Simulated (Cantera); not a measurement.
A closed system holds: 1 mol CH3OH, 0.16 mol O2, 3 mol H2, held at 20.3 Torr.

Method: chemical equilibrium by Gibbs-energy minimisation in Cantera with the NASA 1993 tables (ideal gas, pure condensed phases). Candidate condensed phases: C, C6H6, C7H8, C8H18, H2O; 110 gas species. Equilibrium is a limit: real reactors are often held back by kinetics, nucleation or transport. All values below are at 1825 K.

Base state: H2 0.781, CO 0.164, H2O 0.0506, CO2 0.00271, H 0.00237, OH 1.07e-5 (mole fractions); condensed: gas only.

What changes in the equilibrium state with this change: pressure from 20.3 Torr to 1 atm?


```
species   before     after
-------  -------  --------
H2         0.781     0.782
CO         0.164     0.164
H2O       0.0506    0.0506
H        0.00237  0.000387
OH       1.07e-5   1.75e-6
CO2      0.00271   0.00271
```

What changes in the equilibrium state with this change: O2 from 0.16 to 0.0072 mol?


```csv
species,before,after
H2,0.781,0.829
CO,0.164,0.166
H,0.00237,0.00244
H2O,0.0506,0.00228
CO2,0.00271,0.000117
OH,1.07e-5,4.69e-7
```

What changes in the equilibrium state with this change: CH3OH replaced by C6H6?


```
species            before     after
----------------  -------  --------
H2                  0.781     0.947
CO                  0.164    0.0506
H                 0.00237   0.00261
H2O                0.0506   3.26e-7
CO2               0.00271   4.45e-9
C2H2 (acetylene)    <1e-9  0.000203
C(graphite), mol        0      5.68
```
